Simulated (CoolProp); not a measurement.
Model: reference Helmholtz-energy equation of state, Lemmon 2000, in CoolProp. It is a pseudo-pure fit of the blend.

Question: For dry air, give the phase and the density (kg/m³), conductivity (mW/(m K)) at 117.6 K and 12.6 MPa; 140.4 K and 12.6 MPa.

Answer: 
- 117.6 K and 12.6 MPa: liquid; density 734, conductivity 96.5
- 140.4 K and 12.6 MPa: supercritical; density 606, conductivity 68.9

Thermal conductivity comes from a separate model (Lemmon 2004).
